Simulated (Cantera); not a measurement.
Charge: 1 mol BF3, 30 mol N2, 6.2 mol NH3, equilibrated at 1250 °C and 0.100 bar.

Cantera equilibrium calculation (NASA polynomials, part measured and part estimated; ideal gas, pure solids and liquids). Candidate condensed phases: B, BN; 31 gas species. The tables' values for BF2 are old estimates; treat these amounts as uncertain. Equilibrium is a limit: real reactors are often held back by kinetics, nucleation or transport.

Task: What is the equilibrium state?

Result: 
```
Item                                 Value
-------------------------------  ---------
x(N2)                                0.761
x(H2)                                0.208
x(BF3)                              0.0187
x(HF)                               0.0121
x(BHF2)                           0.000284
x(BF2)                            0.000162
x(H)                               3.33e-5
x(BF)                              3.56e-6
n(BN(s))                         0.169 mol
gas amount                       43.40 mol
log10 activity of B(s) (absent)      -3.44
```
